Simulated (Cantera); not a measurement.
**Pyrogenic steam for wet oxidation**

An isothermal, constant-pressure homogeneous reactor starts with H2 : O2 : N2 = 0.96 : 1 : 9.1 (molar parts), equivalence ratio 0.48, at 925 K and 13300 Pa.

Model: the H2/O2 subset of GRI-Mech 3.0, which has no nitrogen chemistry, integrated in Cantera. Radical loss at walls, strong at low pressure, is not modelled. Below about 950 K walls govern HO2 and H2O2 in real vessels. The temperature is held fixed by assumption; the heat of reaction is taken as removed at once.

| t (s) | x H2 | x O2 | x H2O2 | x H2O | x HO2 | x H |
|---|---|---|---|---|---|---|
| 7.00e-6 | 0.0868 | 0.0904 | <1e-12 | <1e-12 | <1e-12 | <1e-12 |
| 2.88e-5 | 0.0868 | 0.0904 | <1e-12 | <1e-12 | 2.43e-12 | 2.32e-12 |
| 0.000118 | 0.0868 | 0.0904 | <1e-12 | 3.10e-12 | 1.07e-11 | 1.07e-11 |
| 0.000487 | 0.0868 | 0.0904 | <1e-12 | 1.30e-10 | 6.96e-11 | 1.22e-10 |
| 0.00201 | 0.0868 | 0.0904 | 4.04e-11 | 2.62e-7 | 5.65e-8 | 1.77e-7 |
| 0.00825 | 0.00267 | 0.0503 | 7.86e-7 | 0.0875 | 8.66e-6 | 0.000505 |
| 0.0339 | 0.000388 | 0.0493 | 4.32e-7 | 0.0903 | 3.92e-6 | 4.32e-6 |
| 0.140 | 7.02e-5 | 0.0492 | 2.20e-7 | 0.0907 | 1.29e-6 | 2.36e-7 |
| 0.574 | 5.67e-6 | 0.0492 | 3.11e-8 | 0.0907 | 1.46e-7 | 7.45e-9 |
| 2.36 | 1.23e-7 | 0.0491 | 5.06e-9 | 0.0907 | 5.40e-9 | 8.77e-11 |
| 9.72 | 1.44e-9 | 0.0491 | 9.99e-10 | 0.0907 | 4.78e-10 | 2.77e-12 |
| 40.0 | 2.05e-10 | 0.0491 | 2.34e-10 | 0.0907 | 1.08e-10 | <1e-12 |
x: mole fraction; the columns are a selection and need not sum to one.

Equilibrium at this temperature and pressure: H2 8.82e-12, O2 0.0491, H2O2 7.33e-12, H2O 0.0907, HO2 4.93e-11, H <1e-12 (gas phase only).
